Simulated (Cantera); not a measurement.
Thermodynamics of chemical vapour transport, feed Fe₂O₃ + Cl₂ + N₂

Feed: 1 mol Fe₂O₃, 0.23 mol Cl₂, 0.13 mol N₂, equilibrated at 1000 Pa.

Equilibrium computed with Cantera from the NASA thermochemical tables; the gas is ideal and each condensed phase is pure. Candidate condensed phases: Fe, FeCl₂, FeCl₃, FeO, Fe₂O₃, Fe₃O₄; 19 gas species. Condensed phases not in the tables: FeOCl. The numbers say what is thermodynamically allowed, not how fast it happens.

From 600 °C to 1200 °C the condensed part is Fe₂O₃(s). From 1275 °C to 1425 °C the condensed part is Fe₃O₄(s). The main Fe-bearing gas is FeCl₃ at 600 °C and FeCl₂ at 1425 °C.

```tsv
T (°C)	x Cl₂	x O₂	x N₂	x FeCl₂	x FeCl₃	x Cl	n Fe₂O₃(s)	n Fe₃O₄(s)
600	0.617	0.00999	0.360	8.62e-5	0.0132	0.000348	0.998	0
675	0.585	0.0241	0.358	0.000704	0.0314	0.00131	0.994	0
750	0.528	0.0490	0.354	0.00404	0.0612	0.00395	0.988	0
825	0.443	0.0863	0.346	0.0171	0.0978	0.00984	0.978	0
900	0.334	0.134	0.331	0.0544	0.125	0.0205	0.965	0
975	0.217	0.188	0.309	0.129	0.121	0.0357	0.947	0
1050	0.116	0.235	0.282	0.228	0.0857	0.0517	0.928	0
1125	0.0517	0.267	0.261	0.311	0.0454	0.0636	0.911	0
1200	0.0209	0.282	0.250	0.356	0.0204	0.0702	0.902	0
1275	0.00960	0.435	0.190	0.279	0.00701	0.0783	0	0.602
1350	0.00464	0.433	0.189	0.283	0.00333	0.0856	0	0.601
1425	0.00237	0.430	0.188	0.283	0.00166	0.0925	0	0.601
```
x: gas mole fraction; n: condensed amount in mol.
